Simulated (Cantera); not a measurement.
Cantera run, input and output.

```python
import numpy as np
import cantera as ct

gas = ct.Solution("gri30.yaml")
gas.TPX = 700, 100000, {'CO': 1, 'H2': 0.3, 'O2': 0.722, 'N2': 3.54, 'H2O': 0.25}
flame = ct.FreeFlame(gas, width=0.04)
flame.set_refine_criteria(ratio=3, slope=0.08, curve=0.16)
flame.transport_model = "mixture-averaged"
flame.solve(loglevel=0, auto=True)
z, T = flame.grid, flame.T
thick = (T[-1] - T[0]) / np.gradient(T, z).max()
show = ['CO', 'H2', 'O2', 'O', 'NO', 'N2O']
print(f"laminar burning velocity  {flame.velocity[0] * 100:.3f} cm/s")
print(f"burnt temperature         {T[-1]:.1f} K")
print(f"thermal thickness         {thick * 1e3:.4f} mm")
print(f"grid points               {len(z)}")
z0 = z[flame.heat_release_rate.argmax()]
print(f"{'z/mm':>9s}{'T/K':>9s}{'u/(m/s)':>9s}" + "".join(f"{s:>11s}" for s in show))
rows = []
for k in (-3, -2, -1.5, -1, -0.5, -0.25, 0, 0.25, 0.5, 1, 2, 4, 8):
    zz = z0 + k * thick
    rows.append([k * thick, np.interp(zz, z, T), np.interp(zz, z, flame.velocity),
                 *(np.interp(zz, z, flame.X[gas.species_index(s)]) for s in show)])
    print(f"{rows[-1][0] * 1e3:9.3f}{rows[-1][1]:9.1f}{rows[-1][2]:9.3f}" + "".join(f"{x:11.3e}" for x in rows[-1][3:]))
```

Result:

```
laminar burning velocity  236.814 cm/s
burnt temperature         2289.2 K
thermal thickness         0.7929 mm
grid points               130
     z/mm      T/K  u/(m/s)         CO         H2         O2          O         NO        N2O
   -2.379    700.0    2.368  1.721e-01  5.161e-02  1.242e-01  5.146e-14 -5.622e-17  1.102e-17
   -1.586    700.0    2.368  1.721e-01  5.159e-02  1.242e-01  2.313e-13  1.268e-15  1.670e-17
   -1.189    700.0    2.368  1.721e-01  5.150e-02  1.242e-01  2.052e-11  3.312e-14  1.983e-16
   -0.793    700.1    2.367  1.722e-01  5.101e-02  1.243e-01  3.508e-09  1.557e-12  1.239e-14
   -0.396    709.2    2.388  1.727e-01  4.656e-02  1.245e-01  2.731e-06  6.807e-10  1.057e-11
   -0.198    855.4    2.852  1.680e-01  3.481e-02  1.193e-01  2.201e-04  5.227e-08  1.584e-09
    0.000   1229.8    4.038  1.404e-01  1.463e-02  9.229e-02  4.043e-03  1.108e-06  4.479e-08
    0.198   1513.8    4.880  9.800e-02  7.010e-03  6.294e-02  8.798e-03  5.166e-06  1.370e-07
    0.396   1672.6    5.314  7.032e-02  7.243e-03  4.942e-02  9.315e-03  1.028e-05  1.542e-07
    0.793   1832.7    5.745  5.162e-02  7.214e-03  4.036e-02  7.708e-03  1.838e-05  1.564e-07
    1.586   1969.0    6.115  4.318e-02  5.776e-03  3.539e-02  5.198e-03  2.807e-05  1.763e-07
    3.172   2080.7    6.411  3.493e-02  4.253e-03  3.093e-02  3.227e-03  4.164e-05  1.999e-07
    6.343   2169.2    6.639  2.684e-02  3.025e-03  2.683e-02  1.942e-03  6.574e-05  2.185e-07
```

Model: GRI-Mech 3.0 (53 species, 325 reactions), integrated in Cantera. Burning velocities carry a grid error of a few per cent, more on coarse grids.
